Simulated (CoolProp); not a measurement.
n-heptane along the isotherm 326.85 °C: fugacity coefficient from the reference equation and from simpler models built on Tc = 268.1 °C, pc = 2.774 MPa, ω = 0.349; each cubic takes its own stable root.

Computed with CoolProp (reference Helmholtz-energy equation of state, Span 2003). It is a short technical equation, of lower accuracy than the large ones.

```tsv
p (MPa)	phase	reference	van der Waals	Redlich-Kwong	Peng-Robinson
1.85	gas	0.8447	0.8483	0.8383	0.8323
3.7	supercritical	0.6985	0.6940	0.6867	0.6852
5.55	supercritical	0.5699	0.5585	0.5569	0.5653
7.4	supercritical	0.4828	0.4841	0.4766	0.4855
9.25	supercritical	0.4287	0.4418	0.4276	0.4347
11.1	supercritical	0.3933	0.4171	0.3960	0.4009
12.9	supercritical	0.3699	0.4033	0.3754	0.3783
14.8	supercritical	0.3530	0.3960	0.3609	0.3615
16.6	supercritical	0.3420	0.3941	0.3518	0.3505
18.5	supercritical	0.3343	0.3962	0.3460	0.3425
20.3	supercritical	0.3298	0.4014	0.3432	0.3377
22.2	supercritical	0.3274	0.4096	0.3425	0.3348
24	supercritical	0.3270	0.4199	0.3435	0.3338
25.9	supercritical	0.3281	0.4330	0.3463	0.3343
27.7	supercritical	0.3305	0.4475	0.3502	0.3360
```
